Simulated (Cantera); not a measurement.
Input: 1 mol SiCl4, 0.19 mol C3H8, 190 mol H2, equilibrated at 0.0100 bar.

Cantera equilibrium calculation (NASA polynomials, part measured and part estimated; ideal gas, pure solids and liquids). Candidate condensed phases: C, C6H6, C7H8, C8H18, Si, SiC; 109 gas species. Mutual solubility and eutectic melting of coexisting phases are not modelled. Gases not in the tables: Si2H6 and higher silanes. Equilibrium is a limit: real reactors are often held back by kinetics, nucleation or transport.

Question: What share of the Si ends up in condensed phases as a function of T (K), at 1250, 1300, 1350, 1400, 1450, 1500, 1550, 1600, 1650, 1700, 1750, 1800, 1850?

Answer: 
```csv
T (K),Si condensed (%),as
1250,81.5,Si(s) + SiC(s)
1300,81.0,Si(s) + SiC(s)
1350,80.3,Si(s) + SiC(s)
1400,79.6,Si(s) + SiC(s)
1450,78.9,Si(s) + SiC(s)
1500,78.2,Si(s) + SiC(s)
1550,77.5,Si(s) + SiC(s)
1600,76.6,Si(s) + SiC(s)
1650,75.5,Si(s) + SiC(s)
1700,74.2,Si(l) + SiC(s)
1750,73.5,Si(l) + SiC(s)
1800,70.5,Si(l) + SiC(s)
1850,63.8,Si(l) + SiC(s)
```
